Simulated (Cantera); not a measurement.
Input: 1 mol Ta(OEt)₅, 4 mol H₂O, held at 0.110 Pa.

These are equilibrium values from Cantera (NASA tables, ideal gas, pure condensed phases), not measurements of a reactor. Candidate condensed phases: C, C₆H₆, C₇H₈, C₈H₁₈, H₂O, Ta, TaC, Ta₂O₅; 113 gas species. The feed counts by its element totals alone. TaC: taken at fixed stoichiometry. Condensed phases not in the tables: Ta₂C. Kinetics and transport are ignored. All values below are at 2400 K.

Base state: H 0.782, CO 0.215, H₂ 0.00266, C 8.80e-5, Ta 7.18e-5 (mole fractions); condensed: TaC(s).

### Question
What changes in the equilibrium state with this change: H₂O from 4 to 29 mol?

### Answer
```json
[
 {"species": "H", "before": "0.782", "after": "0.712"},
 {"species": "O", "before": "8.65e-8", "after": "0.190"},
 {"species": "CO", "before": "0.215", "after": "0.0863"},
 {"species": "TaO₂", "before": "<1e-9", "after": "0.00709"},
 {"species": "OH", "before": "<1e-9", "after": "0.000876"},
 {"species": "O₂", "before": "<1e-9", "after": "0.000525"},
 {"species": "CO₂", "before": "<1e-9", "after": "9.78e-5"},
 {"species": "C", "before": "8.80e-5", "after": "<1e-9"},
 {"species": "H₂O", "before": "<1e-9", "after": "1.47e-5"},
 {"species": "TaC(s), mol", "before": "0.997", "after": "0"}
]
```
